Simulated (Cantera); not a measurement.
An isothermal, constant-pressure homogeneous reactor starts with N2O : H2O = 1 : 0.082 (molar parts), at 1400 K and 1.01 bar.

Detailed kinetics in Cantera: GRI-Mech 3.0 (53 species, 325 reactions). GRI-Mech 3.0 was tuned for natural gas; its chemistry of N2O as a main component is partial and can be far from experiment. The temperature is held fixed by assumption; the heat of reaction is taken as removed at once.

x: mole fraction; the columns are a selection and need not sum to one.

| t (s) | x N2O | x H2O | x HO2 | x H | x H2O2 | x NO | x N2 |
|---|---|---|---|---|---|---|---|
| 3.00e-5 | 0.923 | 0.0757 | 5.28e-6 | 4.12e-8 | [?] | 8.78e-5 | 0.000470 |
| 8.66e-5 | 0.922 | 0.0757 | 1.93e-5 | 9.27e-8 | [?] | 0.000268 | 0.00143 |
| 0.000250 | 0.917 | 0.0755 | 2.02e-5 | 1.14e-7 | [?] | 0.000765 | 0.00427 |
| 0.000721 | 0.904 | 0.0752 | 1.60e-5 | 1.17e-7 | [?] | 0.00212 | 0.0124 |
| 0.00208 | 0.869 | 0.0743 | 1.13e-5 | 1.10e-7 | [?] | 0.00583 | 0.0349 |
| 0.00600 | 0.777 | 0.0719 | 6.52e-6 | 1.02e-7 | [?] | 0.0155 | 0.0927 |
| 0.0173 | 0.580 | 0.0668 | 2.97e-6 | 9.55e-8 | [?] | 0.0357 | 0.217 |
| 0.0500 | 0.290 | 0.0593 | 1.17e-6 | 7.88e-8 | [?] | 0.0628 | 0.402 |
| 0.144 | 0.0671 | 0.0535 | 4.29e-7 | 3.10e-8 | [?] | 0.0774 | 0.547 |
| 0.416 | 0.00337 | 0.0519 | 1.22e-7 | 2.31e-9 | [?] | 0.0781 | 0.591 |
| 1.20 | 3.04e-6 | 0.0518 | 8.03e-8 | 1.03e-9 | 3.07e-9 | 0.0780 | 0.593 |
| 3.47 | 1.49e-6 | 0.0518 | 8.03e-8 | 1.03e-9 | 3.07e-9 | 0.0779 | 0.593 |
| 10.0 | 1.49e-6 | 0.0518 | 8.03e-8 | 1.03e-9 | 3.07e-9 | 0.0777 | 0.593 |

**Question.** Some entries are withheld; supply them.

**Answer.** 
- 3.00e-5, x H2O2: 2.78e-8
- 8.66e-5, x H2O2: 2.56e-7
- 0.000250, x H2O2: 2.99e-7
- 0.000721, x H2O2: 2.24e-7
- 0.00208, x H2O2: 1.64e-7
- 0.00600, x H2O2: 1.20e-7
- 0.0173, x H2O2: 9.31e-8
- 0.0500, x H2O2: 6.66e-8
- 0.144, x H2O2: 3.22e-8
- 0.416, x H2O2: 5.77e-9
